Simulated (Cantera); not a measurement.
A freely propagating, adiabatic, planar premixed flame of C3H8 : O2 : N2 : CO2 = 1 : 7.46 : 35 : 3.4 (molar parts), unburnt at 600 K and 1.01 bar; mixture-averaged transport, grid criteria slope 0.08 and curve 0.16, no radiation.

Detailed kinetics in Cantera: GRI-Mech 3.0 (53 species, 325 reactions). GRI-Mech 3.0 was tuned for natural gas; its chemistry of propane as a main component is partial and can be far from experiment. Burning velocities carry a grid error of a few per cent, more on coarse grids.

x: mole fraction of selected species; z is measured from the peak of heat release.

```json
[
 {"z (mm)": "-1.77", "T (K)": "600", "u (m/s)": "0.455", "x C3H8": "0.0213", "x O2": "0.159", "x CO2": "0.0725", "x CH2CO": "3.00e-8", "x NO": "<1e-8", "x OH": "<1e-8"},
 {"z (mm)": "-1.18", "T (K)": "604", "u (m/s)": "0.458", "x C3H8": "0.0213", "x O2": "0.159", "x CO2": "0.0725", "x CH2CO": "4.68e-7", "x NO": "<1e-8", "x OH": "<1e-8"},
 {"z (mm)": "-0.887", "T (K)": "616", "u (m/s)": "0.467", "x C3H8": "0.0212", "x O2": "0.157", "x CO2": "0.0725", "x CH2CO": "2.94e-6", "x NO": "<1e-8", "x OH": "<1e-8"},
 {"z (mm)": "-0.591", "T (K)": "665", "u (m/s)": "0.506", "x C3H8": "0.0208", "x O2": "0.152", "x CO2": "0.0727", "x CH2CO": "[?]", "x NO": "[?]", "x OH": "[?]"},
 {"z (mm)": "-0.296", "T (K)": "887", "u (m/s)": "0.684", "x C3H8": "0.0155", "x O2": "0.130", "x CO2": "0.0759", "x CH2CO": "0.000177", "x NO": "1.92e-7", "x OH": "4.31e-6"},
 {"z (mm)": "-0.148", "T (K)": "1130", "u (m/s)": "0.882", "x C3H8": "0.00674", "x O2": "0.106", "x CO2": "0.0819", "x CH2CO": "0.000469", "x NO": "4.54e-7", "x OH": "6.72e-5"},
 {"z (mm)": "0", "T (K)": "1393", "u (m/s)": "1.10", "x C3H8": "0.000323", "x O2": "0.0781", "x CO2": "0.0931", "x CH2CO": "0.000556", "x NO": "8.73e-7", "x OH": "0.000856"},
 {"z (mm)": "0.148", "T (K)": "1510", "u (m/s)": "1.19", "x C3H8": "4.02e-7", "x O2": "0.0643", "x CO2": "0.105", "x CH2CO": "7.89e-5", "x NO": "1.45e-6", "x OH": "0.00202"},
 {"z (mm)": "0.296", "T (K)": "1562", "u (m/s)": "1.22", "x C3H8": "<1e-8", "x O2": "0.0593", "x CO2": "0.113", "x CH2CO": "3.29e-6", "x NO": "1.96e-6", "x OH": "0.00251"},
 {"z (mm)": "0.591", "T (K)": "1625", "u (m/s)": "1.27", "x C3H8": "<1e-8", "x O2": "0.0553", "x CO2": "0.122", "x CH2CO": "<1e-8", "x NO": "[?]", "x OH": "0.00267"},
 {"z (mm)": "1.18", "T (K)": "1684", "u (m/s)": "1.31", "x C3H8": "<1e-8", "x O2": "0.0527", "x CO2": "0.128", "x CH2CO": "<1e-8", "x NO": "3.42e-6", "x OH": "0.00230"},
 {"z (mm)": "2.37", "T (K)": "1723", "u (m/s)": "1.34", "x C3H8": "<1e-8", "x O2": "0.0514", "x CO2": "0.131", "x CH2CO": "<1e-8", "x NO": "4.00e-6", "x OH": "0.00161"},
 {"z (mm)": "4.73", "T (K)": "1742", "u (m/s)": "1.35", "x C3H8": "<1e-8", "x O2": "0.0508", "x CO2": "0.133", "x CH2CO": "<1e-8", "x NO": "4.39e-6", "x OH": "0.000992"}
]
```

Problem. What belongs in the gaps?

Solution. 
- -0.591, x CH2CO: 1.99e-5
- -0.591, x NO: 2.32e-8
- -0.591, x OH: 9.88e-8
- 0.591, x NO: 2.68e-6
